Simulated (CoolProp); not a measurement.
R115 along the isobar 1.54 MPa: Z from the reference equation and from simpler models built on Tc = 353.1 K, pc = 3.129 MPa, ω = 0.248; each cubic takes its own stable root.

Computed with CoolProp (reference Helmholtz-energy equation of state, Lemmon 2016).

| T (K) | phase | reference | van der Waals | Soave-Redlich-Kwong |
|---|---|---|---|---|
| 291.7 | liquid | 0.07400 | 0.1188 | 0.08034 |
| 308.7 | liquid | 0.07492 | 0.7370 | 0.08353 |
| 325.7 | gas | 0.7221 | 0.7809 | 0.7254 |
| 342.7 | gas | 0.7835 | 0.8136 | 0.7822 |
| 359.6 | gas | 0.8246 | 0.8390 | 0.8227 |
| 376.6 | gas | 0.8550 | 0.8596 | 0.8537 |
| 393.6 | gas | 0.8785 | 0.8766 | 0.8781 |
| 410.6 | gas | 0.8972 | 0.8908 | 0.8978 |
| 427.6 | gas | 0.9124 | 0.9028 | 0.9139 |
| 444.6 | gas | 0.9250 | 0.9131 | 0.9273 |
| 461.5 | gas | 0.9355 | 0.9220 | 0.9385 |
| 478.5 | gas | 0.9445 | 0.9297 | 0.9481 |
| 495.5 | gas | 0.9522 | 0.9365 | 0.9562 |

At some of these states van der Waals gives the other phase, because its saturation line lies elsewhere.
